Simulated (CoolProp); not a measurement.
Vapour-liquid equilibrium of R1234yf (1) + isobutane (2) at 235.5 K; x and y are mole fractions of (1).

Computed with CoolProp (multi-fluid Helmholtz-energy mixture model, Lemmon 2022 and Bücker 2006; pair parameters Bell 2016).

```csv
x,"bubble pressure, mixture model (bar)","bubble pressure, Raoult's law (bar)","y, mixture model","y, Raoult's law"
0.05,(withheld),0.3417,0.273,0.102
0.15,0.5547,0.3791,(withheld),0.276
0.25,0.6231,0.4164,0.566,0.418
0.35,0.6622,0.4538,(withheld),0.537
0.45,0.6872,0.4911,0.650,0.638
0.55,(withheld),0.5285,0.684,0.725
0.65,(withheld),0.5658,(withheld),0.800
0.75,0.7265,0.6032,0.769,0.866
0.85,(withheld),0.6405,0.835,0.924
0.95,(withheld),0.6779,0.933,0.976
```

Problem. Complete the blanks.

Solution. 
- 0.05, bubble pressure, mixture model (bar): 0.4265
- 0.15, y, mixture model: 0.481
- 0.35, y, mixture model: 0.615
- 0.55, bubble pressure, mixture model (bar): 0.7052
- 0.65, bubble pressure, mixture model (bar): 0.7185
- 0.65, y, mixture model: 0.721
- 0.85, bubble pressure, mixture model (bar): 0.7261
- 0.95, bubble pressure, mixture model (bar): 0.7116

The largest gap from Raoult's law is +49.6 % in bubble pressure, at x = 0.25. y crosses x between x = 0.75 and 0.85: the model has an azeotrope there.

The pair parameters rest on a limited set of measurements; away from them the model extrapolates.
